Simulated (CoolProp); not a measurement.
Model: reference Helmholtz-energy equation of state, Lemmon 2005, in CoolProp.

For R125, give the phase and the cv (kJ/(kg K)), Joule-Thomson coefficient (K/MPa), Prandtl number at 287.1 K and 0.0414 MPa; 200.4 K and 1.46 MPa.


- 287.1 K and 0.0414 MPa: gas; cv 0.702, Joule-Thomson coefficient 15.5, Prandtl number 0.733
- 200.4 K and 1.46 MPa: liquid; cv 0.703, Joule-Thomson coefficient -0.342, Prandtl number 6.57

Viscosity comes from a separate model (Huber 2006). Thermal conductivity comes from a separate model (Perkins 2006).
